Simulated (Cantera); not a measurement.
A diamond (100) surface in a fixed gas of H2 with x(CH4) = 0.026, x(CH3) = 2.1e-05, at 1123 K, 165 Torr; coverages are run to steady state.

Cantera simulation using the Harris–Goodwin 1993 mechanism for the reconstructed diamond (100) surface; the numbers are that mechanism's predictions, not measurements.

One state of this run: growth (µm/h) = 3.61; θ c6HH = 0.494; θ c6H* = 0.0305; θ c6*H = 0.453; θ c6** = 0.0206; θ c6HM = 0.000933. θ: site fractions in the mechanism's names (c6HH fully hydrogenated, c6H* and c6*H radical sites, c6** diradical, c6HM methylated).

Which value of x(H) does it belong to?
(A) 0.00023
(B) 0.00055
(C) 0.0069
(D) 0.0013

C, 0.0069
